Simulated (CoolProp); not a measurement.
Computed with CoolProp (reference Helmholtz-energy equation of state, Span 1996).

Problem. Give the vapour pressure (MPa), liquid density (kg/m³), vapour density (kg/m³), liquid cp (kJ/(kg K)) of saturated carbon dioxide at 231.2, 269.9 K.

Solution. 
| T (K) | p (MPa) | liquid density (kg/m³) | vapour density (kg/m³) | liquid cp (kJ/(kg K)) |
|---|---|---|---|---|
| 231.2 | 0.934 | 1120 | 24.3 | 2.00 |
| 269.9 | 3.19 | 946 | 88.1 | 2.45 |
